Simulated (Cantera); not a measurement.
A closed system holds: 1 mol C2H6, 0.12 mol O2, 0.45 mol N2, 0.018 mol NH3.

Points: T (K) = 1073, 1098, 1123, 1148, 1173, 1198, 1223, 1248, 1273, 1298, 1323, 1348, 1373; P (Pa) = 10, 100, 1000, 10000, 100000, 1e+06, 1e+07.

Cantera's Mixture.equilibrate('TP', solver="vcs", rtol=1e-11, max_steps=5000) on the NASA tables stopped like this:

```
ERROR: FAILURE its = 5001!

*******************************************************************************
CanteraError thrown by MultiPhase::equilibrate:
VCS solver failed. Return code: -1
*******************************************************************************
```

### Question
What got this run through?

### Answer
Several could match; the one computed here: The failure is numerical, not chemical. The same input converged with solver="gibbs", rtol=1e-10, max_steps=50000, and the result passed a check of the equilibrium conditions:
```
   1073         10  C(gr)
   1098         10  C(gr)
   1123         10  C(gr)
   1148         10  C(gr)
   1173         10  C(gr)
   1198         10  C(gr)
   1223         10  C(gr)
   1248         10  C(gr)
   1273         10  C(gr)
   1298         10  C(gr)
   1323         10  C(gr)
   1348         10  C(gr)
   1373         10  C(gr)
   1073        100  C(gr)
   1098        100  C(gr)
   1123        100  C(gr)
   1148        100  C(gr)
   1173        100  C(gr)
   1198        100  C(gr)
   1223        100  C(gr)
   1248        100  C(gr)
   1273        100  C(gr)
   1298        100  C(gr)
   1323        100  C(gr)
   1348        100  C(gr)
   1373        100  C(gr)
   1073       1000  C(gr)
   1098       1000  C(gr)
   1123       1000  C(gr)
   1148       1000  C(gr)
   1173       1000  C(gr)
   1198       1000  C(gr)
   1223       1000  C(gr)
   1248       1000  C(gr)
   1273       1000  C(gr)
   1298       1000  C(gr)
   1323       1000  C(gr)
   1348       1000  C(gr)
   1373       1000  C(gr)
   1073      1e+04  C(gr)
   1098      1e+04  C(gr)
   1123      1e+04  C(gr)
   1148      1e+04  C(gr)
   1173      1e+04  C(gr)
   1198      1e+04  C(gr)
   1223      1e+04  C(gr)
   1248      1e+04  C(gr)
   1273      1e+04  C(gr)
   1298      1e+04  C(gr)
   1323      1e+04  C(gr)
   1348      1e+04  C(gr)
   1373      1e+04  C(gr)
   1073      1e+05  C(gr)
   1098      1e+05  C(gr)
   1123      1e+05  C(gr)
   1148      1e+05  C(gr)
   1173      1e+05  C(gr)
   1198      1e+05  C(gr)
   1223      1e+05  C(gr)
   1248      1e+05  C(gr)
   1273      1e+05  C(gr)
   1298      1e+05  C(gr)
   1323      1e+05  C(gr)
   1348      1e+05  C(gr)
   1373      1e+05  C(gr)
   1073      1e+06  C(gr)
   1098      1e+06  C(gr)
   1123      1e+06  C(gr)
   1148      1e+06  C(gr)
   1173      1e+06  C(gr)
   1198      1e+06  C(gr)
   1223      1e+06  C(gr)
   1248      1e+06  C(gr)
   1273      1e+06  C(gr)
   1298      1e+06  C(gr)
   1323      1e+06  C(gr)
   1348      1e+06  C(gr)
   1373      1e+06  C(gr)
   1073      1e+07  C(gr)
   1098      1e+07  C(gr)
   1123      1e+07  C(gr)
   1148      1e+07  C(gr)
   1173      1e+07  C(gr)
   1198      1e+07  C(gr)
   1223      1e+07  C(gr)
   1248      1e+07  C(gr)
   1273      1e+07  C(gr)
   1298      1e+07  C(gr)
   1323      1e+07  C(gr)
   1348      1e+07  C(gr)
   1373      1e+07  C(gr)
```

The gas is ideal and each condensed phase is pure. The ideal-gas law is rough above about 30 bar.
